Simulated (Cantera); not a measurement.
A closed system holds: 1 mol PbO, 1.7 mol C, 1.7 mol N2, 0.0038 mol CO2, at 0.100 bar.

Method: chemical equilibrium by Gibbs-energy minimisation in Cantera with the NASA 1993 tables (ideal gas, pure condensed phases). Candidate condensed phases: C, Pb, PbO, PbO2, Pb3O4; 27 gas species. The numbers say what is thermodynamically allowed, not how fast it happens.

### Question
What share of the Pb ends up in condensed phases as a function of T (K), at 925, 1125, 1325, 1525, 1725, 1925, 2125, 2325?

### Answer
```csv
T (K),Pb condensed (%),as
925,100.0,Pb(l)
1125,99.5,Pb(l)
1325,89.9,Pb(l)
1525,0.0,-
1725,0.0,-
1925,0.0,-
2125,0.0,-
2325,0.0,-
```
